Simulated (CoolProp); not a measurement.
A simple Rankine cycle with R152A: condensing at 323.15 K, boiler at 3.51 MPa, turbine inlet 378.3 K, turbine efficiency 0.6, pump efficiency 0.8, no recuperator. Each further row changes one setting.

The numbers come from the reference Helmholtz-energy equation of state, Outcalt 1996 in CoolProp. It is a modified Benedict-Webb-Rubin equation, recast in Helmholtz form.

```tsv
case	thermal efficiency (%)	net work (kJ/kg)	heat in (kJ/kg)	turbine exit temperature (K)	volume ratio over the turbine
as stated	5.9	15.4	258	323.2	3.47
turbine inlet 398.3 K	6.4	19.5	303	349.7	3.23
condensing temperature 315.15 K	6.9	18.8	273	315.1	4.31
boiler pressure 2.46 MPa	4.7	13.7	294	347.3	2.18
turbine efficiency 0.5	4.7	12.2	258	323.6	3.52
```

The expansion ends wet for: as stated; condensing temperature 315.15 K.
